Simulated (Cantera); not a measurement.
Gas mixture: NO = 0.79 (molar parts), at 1.30 bar, frozen composition.

Cantera's kinetic-theory transport with the Lennard-Jones parameters of GRI-Mech 3.0, ideal gas; thermal conductivity in the multicomponent form. The composition is frozen, though it would react at the higher temperatures.

D: mixture-averaged diffusion coefficient of that species in the mixture.

```tsv
T (K)	ρ (kg/m³)	cp (J/kg/K)	μ (µPa s)	λ (mW/m/K)	Pr	D (cm²/s) NH₃	D (cm²/s) N₂	D (cm²/s) O
400	1.17	998.6	23.1	32.5	0.711	0.294	0.264	0.411
600	0.782	1041	(withheld)	(withheld)	0.708	(withheld)	(withheld)	(withheld)
800	0.586	1092	37.1	57.3	0.708	1.03	0.856	1.33
1000	0.469	1133	(withheld)	(withheld)	0.707	(withheld)	(withheld)	(withheld)
1200	0.391	1159	48.4	79.3	0.707	2.07	1.68	2.60
1400	0.335	1181	53.4	89.3	0.707	2.68	2.17	3.36
1600	0.293	1199	58.3	98.9	0.706	3.36	2.71	4.19
```

Question: Fill in the missing entries.

Answer: 
- 600, μ (µPa s): 30.6
- 600, λ (mW/m/K): 45.0
- 600, D (cm²/s) NH₃: 0.618
- 600, D (cm²/s) N₂: 0.527
- 600, D (cm²/s) O: 0.818
- 1000, μ (µPa s): 42.9
- 1000, λ (mW/m/K): 68.8
- 1000, D (cm²/s) NH₃: 1.51
- 1000, D (cm²/s) N₂: 1.24
- 1000, D (cm²/s) O: 1.92
